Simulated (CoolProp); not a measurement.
The numbers come from the reference Helmholtz-energy equation of state, de Reuck 1990 in CoolProp.

### Question
For fluorine, give the phase and the Joule-Thomson coefficient (K/MPa) at 130.5 K and 1.01 bar; 187 K and 1.01 bar.

### Answer
- 130.5 K and 1.01 bar: gas; Joule-Thomson coefficient 10.0
- 187 K and 1.01 bar: gas; Joule-Thomson coefficient 4.72
